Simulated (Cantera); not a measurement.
Input: 1 mol BF3, 0.21 mol H2O, at 875 K and 240 Torr.

Cantera equilibrium calculation (NASA polynomials, part measured and part estimated; ideal gas, pure solids and liquids). Candidate condensed phases: B, B2O3, B3O3H3, H2O; 43 gas species. Rates play no part.

Problem. What is the equilibrium state?

Solution. 
```json
{
 "x(BF3)": "0.746",
 "x(HF)": "0.127",
 "x(H2O)": "0.106",
 "x(B3O3F3)": "0.0209",
 "x((HBO2)3)": "0.000211",
 "x(BOF)": "2.53e-6",
 "gas_amount": "1.236 mol",
 "log10 activity of B(s) (absent)": "-24.50",
 "log10 activity of B3O3H3(s) (absent)": "-43.85"
}
```
